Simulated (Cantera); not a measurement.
**Thermodynamics of hydrogen reduction and annealing atmospheres, feed TiO2 + H2 + H2O**

Feed: 1 mol TiO2, 1500 mol H2, 0.47 mol H2O, equilibrated at 42.0 Pa.

Equilibrium computed with Cantera from the NASA thermochemical tables; the gas is ideal and each condensed phase is pure. Candidate condensed phases: H2O, Ti, TiO, TiO2, Ti2O3, Ti3O5, Ti4O7; 12 gas species. Condensed phases not in the tables: Magnéli phases beyond Ti4O7. The numbers say what is thermodynamically allowed, not how fast it happens.

At 800 °C the condensed part is TiO2(rutile). At 950 °C the condensed part is Ti4O7(s). From 1100 °C to 1250 °C the condensed part is Ti3O5(s). From 1400 °C to 1700 °C the condensed part is Ti2O3(s). From 1850 °C to 2000 °C nothing is condensed.

| T (°C) | x H2 | x H | x H2O | x TiO | x OH | x TiO2 | x Ti | n TiO2(rutile) | n Ti4O7(s) | n Ti3O5(s) | n Ti2O3(s) |
|---|---|---|---|---|---|---|---|---|---|---|---|
| 800 | 1.000 | 6.83e-7 | 0.000313 | <1e-12 | <1e-12 | <1e-12 | <1e-12 | 1.00 | 0 | 0 | 0 |
| 950 | 1.000 | 1.47e-5 | 0.000480 | <1e-12 | 6.34e-11 | <1e-12 | <1e-12 | 0 | 0.250 | 0 | 0 |
| 1100 | 0.999 | 0.000162 | 0.000535 | 1.56e-11 | 1.55e-9 | 1.24e-11 | <1e-12 | 0 | 0 | 0.333 | 0 |
| 1250 | 0.998 | 0.00113 | 0.000535 | 5.55e-9 | 1.86e-8 | 1.71e-9 | 8.61e-12 | 0 | 0 | 0.333 | 0 |
| 1400 | 0.994 | 0.00554 | 0.000645 | 5.55e-7 | 1.73e-7 | 9.55e-8 | 2.39e-9 | 0 | 0 | 0 | 0.500 |
| 1550 | 0.978 | 0.0209 | 0.000651 | 2.60e-5 | 9.68e-7 | 2.41e-6 | 3.01e-7 | 0 | 0 | 0 | 0.478 |
| 1700 | 0.935 | 0.0637 | 0.000893 | 0.000558 | 5.77e-6 | 4.31e-5 | 1.07e-5 | 0 | 0 | 0 | 0.0255 |
| 1850 | 0.838 | 0.160 | 0.000868 | 0.000562 | 2.05e-5 | 2.96e-5 | 2.08e-5 | 0 | 0 | 0 | 0 |
| 2000 | 0.664 | 0.334 | 0.000750 | 0.000503 | 5.85e-5 | 1.92e-5 | 3.25e-5 | 0 | 0 | 0 | 0 |
x: gas mole fraction; n: condensed amount in mol.
